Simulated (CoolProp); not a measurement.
The fluid at 221.76 K and 0.00588 MPa is throttled through a valve to 0.00353 MPa with no heat exchange. The same conditions are run with several fluids, on thermodynamics alone (safety and materials aside).

Values from CoolProp's reference Helmholtz-energy equation of state of each fluid (isobutene: Lemmon 2005; R143a: Lemmon and Jacobsen 2000; R507A: Lemmon 2003; carbonyl sulfide: Lemmon 2006; hydrogen sulfide: Lemmon 2006). Blends and air are pseudo-pure fits.

| fluid | temperature change (K) | final density (kg/m³) |
|---|---|---|
| isobutene | -0.2 | ___ |
| R143a | -0.2 | ___ |
| R507A | -0.1 | ___ |
| carbonyl sulfide | -0.1 | ___ |
| hydrogen sulfide | -0.1 | ___ |

Question: Complete the blanks.

Answer: 
- isobutene, final density (kg/m³): 0.108
- R143a, final density (kg/m³): 0.161
- R507A, final density (kg/m³): 0.190
- carbonyl sulfide, final density (kg/m³): 0.115
- hydrogen sulfide, final density (kg/m³): 0.0653
